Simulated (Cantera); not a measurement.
## Thermodynamics of abatement and gas-phase synthesis, feed SO₂ + H₂

Feed: 1 mol SO₂, a varied amount of H₂, equilibrated at 1273.15 K and 13300 Pa.

Equilibrium computed with Cantera from the NASA thermochemical tables; the gas is ideal and each condensed phase is pure. Candidate condensed phases: H₂O, H₂SO₄, S; 19 gas species. Gases not in the tables: S₃ to S₇. Equilibrium is a limit: real reactors are often held back by kinetics, nucleation or transport.

From 0.036 mol H₂ to 1.8 mol H₂ nothing is condensed.

| n(H₂) (mol) | x SO₂ | x H₂O | x S₂ | x H₂S | x H₂ |
|---|---|---|---|---|---|
| 0.036 | 0.956 | 0.0346 | 0.00779 | 0.000128 | 0.000300 |
| 0.07 | 0.916 | 0.0654 | 0.0150 | 0.000404 | 0.000682 |
| 0.13 | 0.852 | 0.116 | 0.0267 | 0.00114 | 0.00145 |
| 0.26 | 0.730 | 0.211 | 0.0485 | 0.00353 | 0.00331 |
| 0.49 | 0.559 | 0.342 | 0.0780 | 0.00934 | 0.00691 |
| 0.94 | 0.329 | 0.514 | 0.113 | 0.0242 | 0.0148 |
| 1.8 | 0.0935 | 0.668 | 0.132 | 0.0661 | 0.0376 |
x: gas mole fraction; nothing condenses.
